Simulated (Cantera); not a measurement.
# Reactions in the system Ba-Br-H

Cantera with NASA thermochemical tables; ideal gases at 1 bar, condensed phases pure. Values are per mole of reaction as written; species without (g) are pure solids or liquids, kept so even where they would boil at 1 bar.

BaBr2 + 2 H(g) → Ba + 2 HBr(g)

```tsv
T (K)	ΔH° (kJ)	ΔS° (J/K)	ΔG° (kJ)	log10 K
1473	185.5	9.0	172.3	-6.11
1548	182.7	7.2	171.7	-5.79
1623	180.0	5.4	171.2	-5.51
1698	177.3	3.8	170.8	-5.26
1773	174.6	2.3	170.6	-5.03
```

H2(g) + BaBr2 → Ba + 2 HBr(g)

```
T (K)  ΔH° (kJ)  ΔS° (J/K)  ΔG° (kJ)  log10 K
-----  --------  ---------  --------  -------
1473      634.9      126.5     448.5   -15.90
1548      632.8      125.2     439.1   -14.82
1623      630.7      123.9     429.7   -13.83
1698      628.7      122.6     420.5   -12.93
1773      626.6      121.4     411.3   -12.12
```
